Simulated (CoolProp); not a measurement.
A closed Brayton cycle with carbon dioxide: compressor inlet 310.15 K and 9.6 MPa, high pressure 25.3 MPa, turbine inlet 670 K, compressor efficiency 0.89, turbine efficiency 0.93, recuperator effectiveness 0.8 (on enthalpy, no pinch check). Each further row changes one setting.

Computed with CoolProp (reference Helmholtz-energy equation of state, Span 1996).

```json
[
 {"case": "as stated", "thermal efficiency (%)": "___", "net work (kJ/kg)": "78.2", "compressor to turbine work": "0.24", "compressor exit (K)": "338.6", "turbine exit (K)": "563.1"},
 {"case": "turbine inlet 620 K", "thermal efficiency (%)": "26.2", "net work (kJ/kg)": "68.1", "compressor to turbine work": "0.26", "compressor exit (K)": "338.6", "turbine exit (K)": "___"},
 {"case": "compressor inlet 320.15 K", "thermal efficiency (%)": "27.0", "net work (kJ/kg)": "66.8", "compressor to turbine work": "0.35", "compressor exit (K)": "378.7", "turbine exit (K)": "563.1"},
 {"case": "high pressure 21.5 MPa", "thermal efficiency (%)": "25.9", "net work (kJ/kg)": "68.1", "compressor to turbine work": "0.22", "compressor exit (K)": "___", "turbine exit (K)": "580.7"},
 {"case": "recuperator effectiveness 0.5", "thermal efficiency (%)": "21.3", "net work (kJ/kg)": "78.2", "compressor to turbine work": "0.24", "compressor exit (K)": "338.6", "turbine exit (K)": "563.1"}
]
```

Task: Some entries are withheld; supply them.

Result: 
- as stated, thermal efficiency (%): 27.9
- turbine inlet 620 K, turbine exit (K): 517.3
- high pressure 21.5 MPa, compressor exit (K): 333.1
